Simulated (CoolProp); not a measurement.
Vapour-liquid equilibrium of isohexane (1) + benzene (2) at 158.15 °C; x and y are mole fractions of (1).

Computed with CoolProp (multi-fluid Helmholtz-energy mixture model, Lemmon 2006 and Thol 2012; pair parameters Bell 2016).

```
x     bubble pressure, mixture model (kPa)  bubble pressure, Raoult's law (kPa)  y, mixture model  y, Raoult's law
----  ------------------------------------  -----------------------------------  ----------------  ---------------
0.05                                 725.3                                703.4             0.093            0.075
0.15                                 791.6                                739.9             0.238            0.213
0.25                                 844.1                                776.4             0.351            0.338
0.35                                 887.2                                812.8             0.446            0.452
0.45                                 923.3                                849.3             0.533            0.556
0.55                                 954.3                                885.8             0.616            0.652
0.65                                 981.0                                922.2             0.698            0.740
0.75                                  1004                                958.7             0.782            0.821
0.85                                  1024                                995.1             0.868            0.897
0.95                                  1042                                 1032             0.955            0.967
```

The largest gap from Raoult's law is +9.2 % in bubble pressure, at x = 0.35. No azeotrope shows between x = 0.05 and 0.95.

The pair parameters rest on a limited set of measurements; away from them the model extrapolates.
